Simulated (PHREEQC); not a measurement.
NaCl is added in steps, without added water, to 1 kg of water holding 26 mmol/kgw HF, 42 mmol/kgw CsF and 10 mmol/kgw H2SO4, at 20 °C. Oxygen alone is held at its pressure in air (log pO2 = -0.68). CO2 from the air is kept out. Solids allowed: Halite, Mirabilite. Others were left out.

Base run: PHREEQC, ion-association model, wateq4f.dat. Each further column changes one thing. The table gives pH.

| NaCl added (mol) | base | H2SO4 replaced by K2SO4 at the same molality | temperature from 20 to 85 °C | no solid may form |
|---|---|---|---|---|
| 0 | 2.85 | 3.33 | 3.29 | 2.85 |
| 0.0068 | 2.84 | 3.32 | 3.28 | 2.84 |
| 0.0153 | 2.83 | 3.32 | 3.27 | 2.83 |
| 0.0221 | 2.83 | 3.31 | 3.27 | 2.83 |
| 0.0306 | 2.82 | 3.31 | 3.26 | 2.82 |
| 0.0374 | 2.82 | 3.31 | 3.26 | 2.82 |
| 0.0459 | 2.81 | 3.30 | 3.25 | 2.81 |
| 0.0527 | 2.81 | 3.30 | 3.24 | 2.81 |
| 0.0612 | 2.81 | 3.29 | 3.24 | 2.81 |
| 0.068 | 2.80 | 3.29 | 3.23 | 2.80 |

wateq4f.dat counts part of the HF as a dimer, H2F2, which phreeqc.dat doesn't know; its constant is uncertain.  Constants without temperature data keep their 25 °C values here.
